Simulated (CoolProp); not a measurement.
Properties of cyclopentane at several states (Tc = 511.7 K, pc = 4.583 MPa, ω = 0.202).

Model: reference Helmholtz-energy equation of state, Gedanitz 2015, in CoolProp.

```json
[
 {"T (K)": "234", "p (MPa)": "9.97", "phase": "liquid", "cp (kJ/(kg K))": "1.538", "cv (kJ/(kg K))": "1.060", "expansivity (1/kK)": "1.075", "viscosity (µPa s)": "633"},
 {"T (K)": "504.8", "p (MPa)": "0.462", "phase": "gas", "cp (kJ/(kg K))": "2.206", "cv (kJ/(kg K))": "2.065", "expansivity (1/kK)": "2.247", "viscosity (µPa s)": "12.6"},
 {"T (K)": "210.3", "p (MPa)": "5.39", "phase": "liquid", "cp (kJ/(kg K))": "1.477", "cv (kJ/(kg K))": "1.007", "expansivity (1/kK)": "1.059", "viscosity (µPa s)": "819"},
 {"T (K)": "335.8", "p (MPa)": "0.771", "phase": "liquid", "cp (kJ/(kg K))": "2.004", "cv (kJ/(kg K))": "1.426", "expansivity (1/kK)": "1.526", "viscosity (µPa s)": "226"},
 {"T (K)": "361.6", "p (MPa)": "21.6", "phase": "liquid", "cp (kJ/(kg K))": "2.069", "cv (kJ/(kg K))": "1.546", "expansivity (1/kK)": "1.296", "viscosity (µPa s)": "225"},
 {"T (K)": "490.6", "p (MPa)": "2.13", "phase": "gas", "cp (kJ/(kg K))": "2.402", "cv (kJ/(kg K))": "2.055", "expansivity (1/kK)": "4.610", "viscosity (µPa s)": "13.2"}
]
```

Viscosity comes from a separate model (Chung 1988), a generic estimate that can be far off for the liquid and wasn't checked against measurements.
